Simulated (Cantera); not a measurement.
A closed system holds: 1 mol C₂F₆, 1.4 mol CH₄, 0.78 mol H₂, at 13300 Pa.

Equilibrium computed with Cantera from the NASA thermochemical tables; the gas is ideal and each condensed phase is pure. Candidate condensed phases: C, C₆H₆, C₇H₈, C₈H₁₈; 95 gas species. The feed counts by its element totals alone. Rates play no part.

x: gas mole fraction; n: condensed amount in mol.

| T (K) | x HF | x H | x C₃ | x F | x H₂ | x CF | x C | x C₂ | n C(graphite) |
|---|---|---|---|---|---|---|---|---|---|
| 2925 | 0.864 | 0.0749 | 0.00103 | 0.00724 | 0.0482 | 0.000714 | 0.000183 | 0.000103 | 3.33 |
| 2975 | 0.855 | 0.0841 | 0.00179 | 0.00964 | 0.0441 | 0.00106 | 0.000299 | 0.000181 | 3.30 |
| 3025 | 0.844 | 0.0935 | 0.00305 | 0.0127 | 0.0402 | 0.00155 | 0.000481 | 0.000311 | 3.26 |
| 3075 | 0.830 | 0.103 | 0.00510 | 0.0167 | 0.0364 | 0.00224 | 0.000762 | 0.000526 | 3.19 |
| 3125 | 0.813 | 0.113 | 0.00839 | 0.0216 | 0.0329 | 0.00320 | 0.00119 | 0.000874 | 3.09 |
| 3175 | 0.791 | 0.124 | 0.0136 | 0.0276 | 0.0296 | 0.00449 | 0.00183 | 0.00143 | 2.93 |
| 3225 | 0.763 | 0.134 | 0.0216 | 0.0349 | 0.0266 | 0.00621 | 0.00278 | 0.00230 | ? |
| 3275 | 0.728 | 0.145 | 0.0340 | 0.0433 | 0.0238 | 0.00841 | 0.00417 | 0.00364 | ? |
| 3325 | 0.683 | 0.155 | 0.0526 | 0.0528 | 0.0211 | 0.0112 | 0.00617 | 0.00570 | ? |
| 3375 | 0.626 | 0.164 | 0.0803 | 0.0629 | 0.0185 | 0.0144 | 0.00903 | 0.00879 | ? |
| 3425 | 0.582 | 0.176 | 0.0940 | 0.0743 | 0.0167 | 0.0170 | 0.0120 | 0.0113 | ? |

Q: Complete the blanks.

A: 
- 3225, n C(graphite): 2.68
- 3275, n C(graphite): 2.28
- 3325, n C(graphite): 1.64
- 3375, n C(graphite): 0.609
- 3425, n C(graphite): 0
